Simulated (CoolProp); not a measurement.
R22 along the isobar 5.31 bar: density (kg/m³) from the reference equation and from simpler models built on Tc = 96.1 °C, pc = 49.90 bar, ω = 0.221; each cubic takes its own stable root.

Computed with CoolProp (reference Helmholtz-energy equation of state, Kamei 1995).

```tsv
T (°C)	phase	reference
-117.45	liquid	1618
-98.15	liquid	1567
-78.95	liquid	1516
-59.75	liquid	1464
-40.45	liquid	1409
-21.25	liquid	1351
-2.05	liquid	1289
17.15	gas	20.91
36.45	gas	19.20
55.65	gas	17.81
74.85	gas	16.64
94.15	gas	15.63
113.35	gas	14.76
132.55	gas	13.99
151.75	gas	13.30
```

### Question
How far does each simpler model (Redlich-Kwong, Soave-Redlich-Kwong, Peng-Robinson) lie from the reference over these 15 states: mean and median of the absolute difference, and the worst?

### Answer
- Redlich-Kwong: mean 11.4 %, median 1.6 %, worst -98.3 % at -2.05 °C and 5.31 bar
- Soave-Redlich-Kwong: mean 4.7 %, median 1.0 %, worst -10.7 % at -117.45 °C and 5.31 bar
- Peng-Robinson: mean 1.0 %, median 0.4 %, worst +2.6 % at -40.45 °C and 5.31 bar

At some of these states Redlich-Kwong gives the other phase, because its saturation line lies elsewhere.
